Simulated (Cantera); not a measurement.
## Low-pressure radical oxidation in H2/O2

An isothermal, constant-pressure homogeneous reactor starts with H₂ : O₂ = 0.016 : 1 (molar parts), equivalence ratio 0.0080, at 1100 K and 9.75 Torr.

Model: the H2/O2 subset of GRI-Mech 3.0, which has no nitrogen chemistry, integrated in Cantera. Radical loss at walls, strong at low pressure, is not modelled.

```json
[
 {"t (s)": "7.00e-6", "x H₂": "0.0157", "x O₂": "0.984", "x HO₂": "1.23e-11", "x O": "<1e-12", "x OH": "<1e-12", "x H": "1.17e-11"},
 {"t (s)": "3.38e-5", "x H₂": "0.0157", "x O₂": "0.984", "x HO₂": "5.95e-11", "x O": "1.20e-11", "x OH": "1.17e-11", "x H": "4.79e-11"},
 {"t (s)": "0.000163", "x H₂": "0.0157", "x O₂": "0.984", "x HO₂": "2.88e-10", "x O": "1.84e-10", "x OH": "1.62e-10", "x H": "1.42e-10"},
 {"t (s)": "0.000788", "x H₂": "0.0157", "x O₂": "0.984", "x HO₂": "1.40e-9", "x O": "2.83e-9", "x OH": "1.90e-9", "x H": "7.13e-10"},
 {"t (s)": "0.00381", "x H₂": "0.0157", "x O₂": "0.984", "x HO₂": "1.76e-8", "x O": "1.53e-6", "x OH": "9.28e-7", "x H": "3.06e-7"},
 {"t (s)": "0.0184", "x H₂": "0.000118", "x O₂": "0.972", "x HO₂": "1.99e-6", "x O": "0.0108", "x OH": "0.000860", "x H": "0.00112"},
 {"t (s)": "0.0888", "x H₂": "4.61e-5", "x O₂": "0.979", "x HO₂": "1.41e-6", "x O": "0.00487", "x OH": "0.000552", "x H": "0.000323"},
 {"t (s)": "0.429", "x H₂": "6.28e-6", "x O₂": "0.983", "x HO₂": "5.27e-7", "x O": "0.000669", "x OH": "0.000206", "x H": "1.65e-5"},
 {"t (s)": "2.07", "x H₂": "4.02e-7", "x O₂": "0.984", "x HO₂": "8.79e-8", "x O": "4.43e-5", "x OH": "5.32e-5", "x H": "2.82e-7"},
 {"t (s)": "10.0", "x H₂": "3.00e-8", "x O₂": "0.984", "x HO₂": "1.04e-8", "x O": "3.40e-6", "x OH": "1.48e-5", "x H": "6.01e-9"}
]
```
x: mole fraction; the columns are a selection and need not sum to one.

Equilibrium at this temperature and pressure: H₂ 1.86e-10, O₂ 0.984, HO₂ 1.71e-9, O 2.19e-8, OH 1.18e-6, H 3.11e-12 (gas phase only).
